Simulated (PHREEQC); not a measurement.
A solution holds 0.37 mol/kgw NaOH, 0.022 mol/kgw CO2 and 0.00083 mol/kgw K2CO3, at 55 °C. Closed to the air; pH follows from the charge balance.

Model: ion-association model, phreeqc.dat, run in PHREEQC.

The ionic strength comes out as 0.355 mol/kgw. What activity coefficients do OH-, Na+, K+, CO3-2, HCO3- get?

OH- 0.65, Na+ 0.71, K+ 0.65, CO3-2 0.24, HCO3- 0.70.

No solid was allowed to form. Species that the database lacks are ignored. Away from 25 °C the constants follow the database's enthalpies or fits; those with neither stay at their 25 °C values.
